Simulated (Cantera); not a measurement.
Feed: 1 mol SiH4, 11 mol N2, equilibrated at 0.0150 bar.

These are equilibrium values from Cantera (NASA tables, ideal gas, pure condensed phases), not measurements of a reactor. Candidate condensed phases: Si, Si3N4; 18 gas species. N2 is the only nitrogen source here; it is nearly inert below about 1500 K, so the nitride shown seldom forms there in practice. Gases not in the tables: Si2H6 and higher silanes. The numbers say what is thermodynamically allowed, not how fast it happens.

Problem. Which condensed phases are stable at each of these points (T (°C)): 775, 925, 1075, 1225, 1375, 1525, 1675?

Solution. 
| T (°C) | condensed phases | Si condensed (%) |
|---|---|---|
| 775 | Si3N4(s) | 100.0 |
| 925 | Si3N4(s) | 100.0 |
| 1075 | Si3N4(s) | 100.0 |
| 1225 | Si3N4(s) | 100.0 |
| 1375 | Si3N4(s) | 100.0 |
| 1525 | Si3N4(s) | 99.8 |
| 1675 | Si(l) | 97.6 |

From 775 °C to 1525 °C the condensed part is Si3N4(s). At 1675 °C the condensed part is Si(l).
